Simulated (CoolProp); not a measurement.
Computed with CoolProp (reference Helmholtz-energy equation of state, Setzmann 1991).

Q: For methane, give the phase and the density (kg/m³), speed of sound (m/s), Joule-Thomson coefficient (K/MPa), expansivity (1/kK) at 237.3 K and 6.06 MPa; 257.1 K and 6.06 MPa; 276.8 K and 6.06 MPa.

A: 
- 237.3 K and 6.06 MPa: supercritical; density 65.4, speed of sound 364, Joule-Thomson coefficient 6.18, expansivity 10.0
- 257.1 K and 6.06 MPa: supercritical; density 55.3, speed of sound 392, Joule-Thomson coefficient 5.28, expansivity 7.25
- 276.8 K and 6.06 MPa: supercritical; density 48.7, speed of sound 415, Joule-Thomson coefficient 4.53, expansivity 5.82
